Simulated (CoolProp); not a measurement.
Vapour-liquid equilibrium of ethanol (1) + dimethyl carbonate (2) at 359.5 K; x and y are mole fractions of (1).

Computed with CoolProp (multi-fluid Helmholtz-energy mixture model, Schroeder 2014 and Zhou 2011; pair parameters Bell 2016).

```csv
x,"bubble pressure, mixture model (MPa)","bubble pressure, Raoult's law (MPa)","y, mixture model","y, Raoult's law"
0.05,0.1027,0.09214,___,0.075
0.15,0.1220,0.09691,0.355,0.213
0.25,0.1349,0.1017,0.463,0.338
0.35,0.1433,0.1064,0.535,0.452
0.45,0.1487,0.1112,0.588,0.556
0.55,0.1520,0.1160,0.632,0.652
0.65,0.1536,0.1207,___,0.740
0.75,0.1536,0.1255,0.728,0.821
0.85,0.1511,0.1303,0.799,0.897
0.95,___,0.1350,0.912,0.967
```

What belongs in the gaps?


- 0.05, y, mixture model: 0.164
- 0.65, y, mixture model: 0.677
- 0.95, bubble pressure, mixture model (MPa): 0.1440

The largest gap from Raoult's law is +34.7 % in bubble pressure, at x = 0.35. y crosses x between x = 0.65 and 0.75: the model has an azeotrope there.

The pair parameters rest on a limited set of measurements; away from them the model extrapolates.
